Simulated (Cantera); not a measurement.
Charge: 1 mol C2F6, a varied amount of H2, at 2123 K and 2600 Pa.

These are equilibrium values from Cantera (NASA tables, ideal gas, pure condensed phases), not measurements of a reactor. Candidate condensed phases: C, C6H6, C7H8, C8H18; 95 gas species. The feed counts by its element totals alone. Gases not in the tables: C2F6 and larger saturated fluorocarbons. Equilibrium is a limit: real reactors are often held back by kinetics, nucleation or transport.

Q: At 0.26 mol H2, list the 6 most abundant gas species with their mole fractions, and the condensed phases.

A: CF4 0.562, HF 0.246, CF2 0.135, F 0.0456, CF3 0.0103, CF 0.000374. Condensed: C(graphite).
